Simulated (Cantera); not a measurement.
## Premixed flame

A freely propagating, adiabatic, planar premixed flame of CO : H2 : O2 : N2 = 1 : 0.032 : 0.516 : 1.94 (molar parts), unburnt at 398 K and 0.550 bar; mixture-averaged transport, grid criteria slope 0.08 and curve 0.16, no radiation.

Computed with Cantera and GRI-Mech 3.0 (53 species, 325 reactions). Burning velocities carry a grid error of a few per cent, more on coarse grids.

```tsv
z (mm)	T (K)	u (m/s)	x CO	x H2	x O2	x OH	x NO	x O
-5.59	398	0.526	0.287	0.00917	0.148	<1e-8	<1e-8	<1e-8
-3.73	398	0.526	0.287	0.00915	0.148	<1e-8	<1e-8	<1e-8
-2.80	398	0.526	0.287	0.00910	0.148	<1e-8	<1e-8	<1e-8
-1.86	398	0.526	0.287	0.00891	0.148	<1e-8	<1e-8	<1e-8
-0.932	412	0.544	0.286	0.00796	0.148	<1e-8	<1e-8	6.92e-8
-0.466	609	0.800	0.275	0.00633	0.142	5.57e-5	3.32e-7	5.12e-5
0	1082	1.39	0.227	0.00282	0.115	0.000429	3.13e-6	0.00475
0.466	1409	1.76	0.169	0.000672	0.0782	0.00114	1.16e-5	0.0166
0.932	1590	1.96	0.136	0.000537	0.0597	0.00165	2.28e-5	0.0204
1.86	1774	2.15	0.115	0.000620	0.0507	0.00234	4.17e-5	0.0169
3.73	1942	2.33	0.102	0.000623	0.0459	0.00280	7.10e-5	0.0113
7.46	2088	2.48	0.0878	0.000537	0.0404	0.00287	0.000140	0.00722
14.9	2213	2.60	0.0738	0.000434	0.0344	0.00268	0.000327	0.00450
```
x: mole fraction of selected species; z is measured from the peak of heat release.

The laminar burning velocity is 52.6 cm/s, the thermal thickness is 1.86 mm and the peak x(OH) is 0.00288. The peak x(O) is 0.0204 and the grid points is 129.
